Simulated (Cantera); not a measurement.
A diamond (100) surface in a fixed gas of H2 with x(CH4) = 0.0037, x(H) = 0.00099, x(CH3) = 0.0013, 10.5 Torr; coverages are run to steady state.

Cantera simulation using the Harris–Goodwin 1993 mechanism for the reconstructed diamond (100) surface; the numbers are that mechanism's predictions, not measurements.

θ: site fractions in the mechanism's names (c6HH fully hydrogenated, c6H* and c6*H radical sites, c6** diradical, c6HM methylated).

```csv
T (K),growth (µm/h),θ c6HH,θ c6H*,θ c6*H,θ c6**,θ c6HM
925,[?],0.331,0.00588,0.151,0.00193,0.401
975,3.32,0.370,0.00934,0.206,0.00340,0.307
1025,3.18,0.430,0.0149,0.284,0.00594,0.187
1075,[?],0.476,0.0218,0.367,0.00941,0.0825
1125,[?],0.483,0.0283,0.424,0.0130,0.0293
1175,1.14,0.468,0.0340,0.457,0.0165,0.00971
1225,1.10,0.449,0.0391,0.477,0.0198,0.00324
1275,1.09,0.432,0.0439,0.490,0.0233,0.00110
1325,[?],0.419,0.0485,0.498,0.0270,0.000381
1375,[?],0.410,0.0529,0.502,0.0304,0.000137
```

Question: Fill in the missing entries.

Answer: 
- 925, growth (µm/h): 2.67
- 1075, growth (µm/h): 2.25
- 1125, growth (µm/h): 1.46
- 1325, growth (µm/h): 0.886
- 1375, growth (µm/h): 0.536
